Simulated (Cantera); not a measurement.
Feed: 1 mol Si3N4, 3.3 mol N2O, 430 mol H2, 0.002 mol H2O, held at 260000 Pa.

Method: chemical equilibrium by Gibbs-energy minimisation in Cantera with the NASA 1993 tables (ideal gas, pure condensed phases). Candidate condensed phases: H2O, Si, SiO2, Si2N2O, Si3N4; 35 gas species. Mutual solubility and eutectic melting of coexisting phases are not modelled. The tables hold silica as quartz up to 1696 K and as liquid above; real silica turns to tridymite and cristobalite and melts near 1996 K. Equilibrium is a limit: real reactors are often held back by kinetics, nucleation or transport.

At 1325 K, list the 4 most abundant gas species with their mole fractions, and the condensed phases.

H2 0.990, N2 0.0101, H2O 0.000148, NH3 2.89e-5. Condensed: SiO2(β-quartz) + Si2N2O(s).
